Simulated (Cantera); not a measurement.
Hydrocarbon pyrolysis for carbon deposition

An isothermal, constant-pressure homogeneous reactor starts with 3.85 % CH4, 96.2 % N2, at 1973 K and 20.0 Torr.

Cantera simulation using GRI-Mech 3.0 (53 species, 325 reactions); the numbers are that mechanism's predictions, not measurements. GRI-Mech 3.0 stops at C3 and has no aromatics, soot or wall deposition, so with more carbon than oxygen in the feed, carbon stays in small species such as C2H2 where larger ones or solid carbon would form. Radical loss at walls, strong at low pressure, is not modelled.

```tsv
t (s)	x CH4	x C2H4	x C2H	x C2H6	x H	x H2	x C2H2
6.00e-5	0.0384	2.37e-9	<1e-12	1.63e-10	6.41e-6	1.61e-5	9.75e-12
0.000251	0.0383	3.58e-7	<1e-12	1.01e-8	6.78e-6	8.81e-5	6.96e-9
0.00105	0.0376	3.00e-5	3.46e-10	2.74e-7	1.02e-5	0.000449	2.74e-6
0.00441	0.0317	0.00125	1.56e-7	3.44e-6	7.42e-5	0.00607	0.000765
0.0185	0.00841	0.000379	2.01e-6	1.05e-6	0.000366	0.0416	0.0134
0.0775	0.000826	7.52e-6	4.03e-6	2.61e-8	0.000708	0.0538	0.0180
0.325	4.24e-5	2.74e-7	6.70e-6	1.59e-10	0.00117	0.0549	0.0184
1.36	3.63e-7	2.13e-7	9.95e-6	<1e-12	0.00174	0.0546	0.0184
5.70	1.32e-7	2.09e-7	1.12e-5	<1e-12	0.00194	0.0545	0.0184
23.9	1.33e-7	2.09e-7	1.12e-5	<1e-12	0.00194	0.0545	0.0184
100	1.44e-7	2.08e-7	1.11e-5	<1e-12	0.00194	0.0545	0.0184
```
x: mole fraction; the columns are a selection and need not sum to one.

Equilibrium at this temperature and pressure: CH4 3.02e-7, C2H4 2.79e-8, C2H 1.49e-6, C2H6 <1e-12, H 0.00194, H2 0.0545, C2H2 0.00246 (gas phase only).
